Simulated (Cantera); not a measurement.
Equilibrium for aluminium nitride and oxide growth: Al(CH3)3 + O2 + N2 + H2O

Charge: 1 mol Al(CH3)3, 29 mol O2, 26 mol N2, 5 mol H2O, equilibrated at 673.15 K and 34.5 Torr.

Equilibrium computed with Cantera from the NASA thermochemical tables; the gas is ideal and each condensed phase is pure. Candidate condensed phases: Al, AlN, Al2O3, C, C6H6, C7H8, C8H18, H2O; 148 gas species. The feed counts by its element totals alone. Equilibrium is a limit: real reactors are often held back by kinetics, nucleation or transport.

- x(N2): 0.423
- x(O2): 0.374
- x(H2O): 0.154
- x(CO2): 0.0488
- n(Al2O3(s)): 0.500 mol
- gas amount: 61.50 mol
- log10 activity of C(graphite) (absent): -31.56
- log10 activity of Al(s) (absent): -55.49
